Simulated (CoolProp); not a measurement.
Properties of R1233zd(E) along the isobar 37.8 bar.

Computed with CoolProp (reference Helmholtz-energy equation of state, Akasaka 2022).

| T (K) | phase | density (kg/m³) | Joule-Thomson coefficient (K/MPa) | fugacity coefficient |
|---|---|---|---|---|
| 314.3 | liquid | 1235 | -0.2568 | 0.06385 |
| 324.7 | liquid | 1210 | -0.2188 | 0.08573 |
| 335.1 | liquid | 1183 | -0.1743 | 0.1123 |
| 345.6 | liquid | 1155 | -0.1209 | 0.1442 |
| 356 | liquid | 1126 | -0.05665 | 0.1810 |
| 366.5 | liquid | 1094 | 0.02389 | 0.2235 |
| 376.9 | liquid | 1061 | 0.1259 | 0.2706 |
| 387.4 | liquid | 1024 | 0.2627 | 0.3231 |
| 397.8 | liquid | 984.1 | 0.4523 | 0.3794 |
| 408.2 | liquid | 938.3 | 0.7377 | 0.4393 |
| 418.7 | liquid | 882.8 | 1.229 | 0.5025 |
| 429.1 | liquid | 809.3 | 2.273 | 0.5664 |
| 439.6 | supercritical | 660.5 | 7.049 | 0.6293 |
| 450 | supercritical | 267.9 | 16.62 | 0.6707 |
